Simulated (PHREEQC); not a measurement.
H2SO4 is added in steps, without added water, to 1 kg of water holding 0.0024 mol HF, 0.021 mol Li2CO3 and 0.0012 mol KCl, at 20 °C. O2 is buffered at 0.21 atm. CO2 from the air is kept out. Precipitation was switched off in this run.

Base run: PHREEQC, ion-association model, wateq4f.dat. Each further column changes one thing. The table gives HF (mol/kgw).

```csv
H2SO4 added (mol),base,Debye-Hückel limiting law,Davies equation for every ion,metal-ligand complexes left out,database phreeqc.dat
0,3.39e-11,4.04e-11,3.50e-11,3.39e-11,3.39e-11
0.004125,2.08e-10,2.53e-10,2.16e-10,2.08e-10,2.08e-10
0.00825,1.75e-9,2.10e-9,1.82e-9,1.75e-9,1.75e-9
0.01238,5.54e-7,5.66e-7,5.66e-7,5.53e-7,5.53e-7
0.0165,2.90e-6,2.97e-6,2.97e-6,2.90e-6,2.90e-6
0.02063,0.000765,0.000753,0.000763,0.000753,0.000767
0.02475,0.00190,0.00188,0.00190,0.00189,0.00192
0.02888,0.00211,0.00209,0.00210,0.00210,0.00213
0.033,0.00218,0.00217,0.00218,0.00218,0.00221
```

 phreeqc.dat and wateq4f.dat share most of their constants, so their agreement is no independent check. Solids allowed in the column 'database phreeqc.dat': Sylvite.
